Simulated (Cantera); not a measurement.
A perfectly stirred reactor is fed with NH3 : N2 = 1 : 14 (molar parts), at 0.300 bar; it is held at 2000 K, and followed from long to short residence time.

Model: the gas-phase N/H chemistry of the illustrative SiF4/NH3 mechanism in the Surface Chemkin manual (1991), integrated in Cantera. Walls and surfaces, which speed up NH3 decomposition in real reactors, are not modelled.

Task: What does this change do: pressure from 0.300 bar to 20.0 Torr?

Result: 
```
quantity                  before     after
----------------------  --------  --------
x(NH3) at τ = 3.10 s     0.00270    0.0133
x(NH2) at τ = 3.10 s     2.50e-5   9.43e-5
x(N2) at τ = 3.10 s        0.907     0.912
x(H) at τ = 3.10 s      0.000287  0.000183
x(N2H2) at τ = 3.10 s    1.01e-8   1.07e-7
x(NH3) at τ = 0.140 s     0.0303    0.0538
x(NH2) at τ = 0.140 s   0.000143  0.000324
x(N2) at τ = 0.140 s       0.919     0.928
x(H) at τ = 0.140 s      8.31e-5   3.93e-5
x(N2H2) at τ = 0.140 s   1.65e-7   6.90e-7
```

Task: What does this change do: pressure from 0.300 bar to 1.90 bar?

Result: 
```json
[
 {"quantity": "x(NH3) at τ = 3.10 s", "before": "0.00270", "after": "0.00107"},
 {"quantity": "x(NH2) at τ = 3.10 s", "before": "2.50e-5", "after": "9.94e-6"},
 {"quantity": "x(N2) at τ = 3.10 s", "before": "0.907", "after": "0.907"},
 {"quantity": "x(H) at τ = 3.10 s", "before": "0.000287", "after": "0.000295"},
 {"quantity": "x(N2H2) at τ = 3.10 s", "before": "1.01e-8", "after": "1.63e-9"},
 {"quantity": "x(NH3) at τ = 0.140 s", "before": "0.0303", "after": "0.0109"},
 {"quantity": "x(NH2) at τ = 0.140 s", "before": "0.000143", "after": "6.05e-5"},
 {"quantity": "x(N2) at τ = 0.140 s", "before": "0.919", "after": "0.911"},
 {"quantity": "x(H) at τ = 0.140 s", "before": "8.31e-5", "after": "0.000149"},
 {"quantity": "x(N2H2) at τ = 0.140 s", "before": "1.65e-7", "after": "3.72e-8"}
]
```
